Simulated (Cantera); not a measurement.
Standard-state values (1 bar) from the NASA 1993 polynomials, evaluated with Cantera. Values are per mole of reaction as written; species without (g) are pure solids or liquids, kept so even where they would boil at 1 bar.

Question: Between 300 and 1973 K, where is each reaction favourable under standard conditions?
- 4 N(g) + B₂O₂(g) → 2 NO(g) + 2 BN

Answer: 
- 4 N(g) + B₂O₂(g) → 2 NO(g) + 2 BN: ΔG° is -1633 kJ at 300 K and -913 kJ at 1973 K; it stays negative (K > 1). ΔH° is -1766 kJ and ΔS° -432 J/K at 1973 K.
